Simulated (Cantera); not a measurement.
Cantera run:

```python
import numpy as np
import cantera as ct

gas_names = [...]  # 151 gases of nasa_gas.yaml made of C, H, N, O, Si
cond_names = """
    C(gr) C6H6(L) C7H8(L) C8H18(L),n-octa H2O(s) H2O(L) Si(cr) Si(L) SiC(b) SiO2(Lqz) SiO2(hqz) SiO2(L)
    Si2N2O(s) Si3N4(a)
""".split()


# ... load() reads the species with a 1 bar reference pressure and builds the phases ...
atoms = {
    'TEOS': {'Si': 1, 'C': 8, 'H': 20, 'O': 4},
    'O3': {'O': 3},
    'N2': {'N': 2},
}
top_T = {'C(gr)': 4500, 'SiC(b)': 3050, 'Si2N2O(s)': 2100, 'Si3N4(a)': 2400}  # K; cautious upper limits of use, not melting points


# ... equilibrate(T, P, feed) seeds the gas with the atoms and calls Mixture.equilibrate('TP', solver="vcs", rtol=1e-11, max_steps=5000) ...
results = []
feed = {'TEOS': 1, 'O3': 1.6, 'N2': 72}  # mol
T = 825  # K
P = 3300  # Pa
mix = equilibrate(T, P, feed)
results.append((T, P, feed, dict(zip(mix.species_names, mix.species_moles))))
print(gas.report(threshold=0.001))
for i in range(1, mix.n_phases):
    print(f"{mix.phase(i).name:16s} {mix.phase_moles(i):12.5e} mol")
```

Output:

```
       temperature   825 K
          pressure   3300 Pa
           density   0.01213 kg/m^3
  mean mol. weight   25.213 kg/kmol
   phase of matter   gas

                          1 kg             1 kmol
                     ---------------   ---------------
          enthalpy        2.3425e+05        5.9061e+06  J
   internal energy            -37809        -9.533e+05  J
           entropy            9893.4        2.4945e+05  J/K
    Gibbs function       -7.9278e+06       -1.9989e+08  J
 heat capacity c_p            1252.5             31579  J/K
 heat capacity c_v            922.71             23265  J/K

                      mass frac. Y      mole frac. X     chem. pot. / RT
                     ---------------   ---------------   ---------------
                CO          0.069662          0.062707           -47.419
               CO2          0.010204         0.0058458           -93.567
                H2         0.0087981           0.11004           -22.667
               H2O         0.0020529         0.0028733           -68.815
                N2           0.90905           0.81817           -28.003
     [ +146 minor]        0.00023177        0.00036406

C(gr)             1.93547e+00 mol
Si(cr)            0.00000e+00 mol
SiC(b)            0.00000e+00 mol
SiO2(Lqz)         1.00000e+00 mol
Si2N2O(s)         0.00000e+00 mol
Si3N4(a)          0.00000e+00 mol
```

These are equilibrium values from Cantera (NASA tables, ideal gas, pure condensed phases), not measurements of a reactor. The feed counts by its element totals alone.
